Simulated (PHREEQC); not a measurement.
Consider water at 25 °C with 5.4 mmol/kgw Na2CO3. Closed to the air; pH follows from the charge balance.

Computed with PHREEQC (Pitzer model, pitzer.dat).

Precipitation was switched off in this run.

**Question.** What pH does the model give?

**Answer.** pH 10.88.

**Question.** In which forms is C present?

**Answer.** CO3-2 84 %, HCO3- 16 % of the C.

Complexes and solids missing from the database can't appear.
